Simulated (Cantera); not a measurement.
**SiO2 + HBr + O2 (oxide etching and cleaning by halides)**

Feed: 1 mol SiO2, 1 mol HBr, a varied amount of O2, held at 425 °C and 0.00133 bar.

These are equilibrium values from Cantera (NASA tables, ideal gas, pure condensed phases), not measurements of a reactor. Candidate condensed phases: Br2, H2O, Si, SiO2; 28 gas species. Kinetics and transport are ignored.

From 0.2 mol O2 to 4.1 mol O2 the condensed part is SiO2(α-quartz).

```
n(O2) (mol)      x O2  x H2O  x Br2     x HBr      x Br  n SiO2(α-quartz)
-----------  --------  -----  -----  --------  --------  ----------------
0.2          2.27e-10  0.400  0.400     0.200  0.000617              1.00
0.68            0.301  0.349  0.349  0.000915  0.000576              1.00
1.2             0.487  0.256  0.256  0.000595  0.000494              1.00
1.6             0.574  0.212  0.212  0.000474  0.000450              1.00
2.1             0.649  0.175  0.175  0.000379  0.000408              1.00
2.6             0.701  0.149  0.149  0.000316  0.000377              1.00
3.1             0.740  0.130  0.130  0.000271  0.000351              1.00
3.6             0.770  0.115  0.115  0.000238  0.000331              1.00
4.1             0.794  0.103  0.103  0.000212  0.000313              1.00
```
x: gas mole fraction; n: condensed amount in mol.
